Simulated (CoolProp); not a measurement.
Nitrous oxide along the isotherm 226.85 °C: Z from the reference equation and from simpler models built on Tc = 36.4 °C, pc = 7.245 MPa, ω = 0.161; each cubic takes its own stable root.

Model: reference Helmholtz-energy equation of state, Lemmon 2006, in CoolProp. It is a short technical equation, of lower accuracy than the large ones.

```csv
p (MPa),phase,reference
1.36,gas,0.9885
2.72,gas,0.9773
4.08,gas,0.9664
5.43,gas,0.9559
6.79,gas,0.9457
8.15,supercritical,0.9359
9.51,supercritical,0.9265
10.9,supercritical,0.9174
```

Q: How far does each simpler model (Pitzer virial, Redlich-Kwong, Soave-Redlich-Kwong) lie from the reference over these 8 states: mean and median of the absolute difference, and the worst?

A: 
- Pitzer virial: mean 0.2 %, median 0.1 %, worst -0.6 % at 226.85 °C and 10.9 MPa
- Redlich-Kwong: mean 1.1 %, median 1.1 %, worst -1.8 % at 226.85 °C and 10.9 MPa
- Soave-Redlich-Kwong: mean 1.1 %, median 1.1 %, worst +2.3 % at 226.85 °C and 10.9 MPa
